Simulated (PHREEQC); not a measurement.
Consider water at 65 °C with 0.0025 mol ZnBr2 per kg of water. Closed to the air; pH follows from the charge balance.

The numbers come from PHREEQC with the ion-association model, phreeqc.dat.

No solid was allowed to form.

### Question
Estimate the pH, specific conductance.

### Answer
pH 5.28; specific conductance 1210 µS/cm.

Constants without temperature data keep their 25 °C values here.
